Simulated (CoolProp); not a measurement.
Vapour-liquid equilibrium of dimethyl carbonate (1) + n-heptane (2) at 0.896 MPa; x and y are mole fractions of (1).

The numbers come from the multi-fluid Helmholtz-energy mixture model, Zhou 2011 and Span 2003; pair parameters Bell 2016 in CoolProp.

Q: Give the bubble temperature and the first vapour's composition at x = 0.2, 0.5, 0.8. Is there an azeotrope?

A: x = 0.2: 452.9 K, y = 0.336; x = 0.5: 444.9 K, y = 0.571; x = 0.8: 444.8 K, y = 0.753. y crosses x between x = 0.65 and 0.725: the model has an azeotrope there.

The pair parameters rest on a limited set of measurements; away from them the model extrapolates.
